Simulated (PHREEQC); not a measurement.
A solution holds 16 mmol/kgw CdCl2, at 25 °C. Closed to the air; pH follows from the charge balance.

Equilibrium calculation in PHREEQC: ion-association model, wateq4f.dat.

This is a speciation only: nothing precipitates in the calculation.

### Question
What pH does the model give?

### Answer
pH 5.77.

### Question
In which forms is Cd present?

### Answer
CdCl+ 51 %, Cd+2 45 %, CdCl2 3.4 % of the Cd.
